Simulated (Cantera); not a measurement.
A Cantera script and what it prints.

```python
import numpy as np
import cantera as ct

gas_names = """
    AL ALCL ALCL2 ALCL3 ALH ALN AL2 AL2CL6 CL CL2 H HCL H2 N NH NH2 NH3 N2 N2H2 N2H4
""".split()
cond_names = """
    AL(cr) AL(L) ALCL3(s) ALCL3(L) ALN(s) NH4CL(a) NH4CL(b)
""".split()


# ... load() reads the species with a 1 bar reference pressure and builds the phases ...
atoms = {
    'AlCl3': {'AL': 1, 'CL': 3},
    'NH3': {'N': 1, 'H': 3},
    'N2': {'N': 2},
}
top_T = {'ALN(s)': 2750}  # K; cautious upper limits of use, not melting points


# ... equilibrate(T, P, feed) seeds the gas with the atoms and calls Mixture.equilibrate('TP', solver="vcs", rtol=1e-11, max_steps=5000) ...
results = []
feed = {'AlCl3': 1, 'NH3': 0.37, 'N2': 49}  # mol
P = 1000  # Pa
for T in [773, 873, 973, 1073, 1173, 1273, 1373, 1473, 1573, 1673]:
    mix = equilibrate(T, P, feed)
    results.append((T, P, feed, dict(zip(mix.species_names, mix.species_moles))))

top = {s: max(r[3][s] / sum(r[3][g] for g in gas_names) for r in results) for s in gas_names}
cols = sorted((s for s in top if top[s] > 0.0001), key=lambda s: -top[s])[:5]
seen = [c for c in cond_names if any(r[3].get(c, 0) > 1e-12 for r in results)]
print("log10 of partial pressures in bar; condensed amounts in mol")
print(f"{'T/K':>10s}" + "".join(f"{s[:9]:>10s}" for s in cols + seen))
for T, P, feed, n in results:
    ng = sum(n[g] for g in gas_names)
    print(f"{T:10.4g}" + "".join(f"{np.log10(max(n[s] / ng * P / 1e5, 1e-99)):10.3f}" for s in cols)
          + "".join(f"{n.get(c, 0):10.4g}" for c in seen))
```

It prints:

```
log10 of partial pressures in bar; condensed amounts in mol
       T/K        N2     ALCL3       HCL        H2      ALCL    ALN(s)
       773    -2.014    -3.790    -3.986    -4.238   -15.620    0.1746
       873    -2.014    -3.784    -4.011    -4.218   -12.896    0.1651
       973    -2.014    -3.780    -4.031    -4.202   -10.739    0.1576
      1073    -2.014    -3.777    -4.048    -4.190    -8.990    0.1515
      1173    -2.014    -3.775    -4.062    -4.180    -7.544     0.146
      1273    -2.014    -3.776    -4.075    -4.172    -6.330    0.1377
      1373    -2.014    -3.788    -4.089    -4.164    -5.300    0.1078
      1473    -2.015    -3.844    -4.079    -4.173    -4.516         0
      1573    -2.016    -3.925    -3.910    -4.327    -4.332         0
      1673    -2.017    -4.018    -3.798    -4.544    -4.205         0
```

Equilibrium computed with Cantera from the NASA thermochemical tables; the gas is ideal and each condensed phase is pure. The tables' values for AlCl2 are old estimates; treat these amounts as uncertain.
